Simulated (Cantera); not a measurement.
Feed: 1 mol MgO, 11 mol HCl, 0.00054 mol N2, at 1.70 Pa.

Equilibrium computed with Cantera from the NASA thermochemical tables; the gas is ideal and each condensed phase is pure. Candidate condensed phases: H2O, Mg, MgCl2, MgO, Mg(OH)2, NH4Cl; 38 gas species. Rates play no part.

### Question
Which condensed phases are stable at each of these points (T (°C)): 752, 827, 902, 977, 1052, 1127, 1202, 1277, 1352, 1427, 1502, 1577?

### Answer
```tsv
T (°C)	condensed phases	Mg condensed (%)
752	MgO(s)	94.2
827	MgO(s)	89.7
902	MgO(s)	83.3
977	MgO(s)	74.6
1052	MgO(s)	63.5
1127	MgO(s)	50.3
1202	MgO(s)	35.3
1277	MgO(s)	19.3
1352	MgO(s)	3.0
1427	gas only	0.0
1502	gas only	0.0
1577	gas only	0.0
```

From 752 °C to 1352 °C the condensed part is MgO(s). From 1427 °C to 1577 °C nothing is condensed.
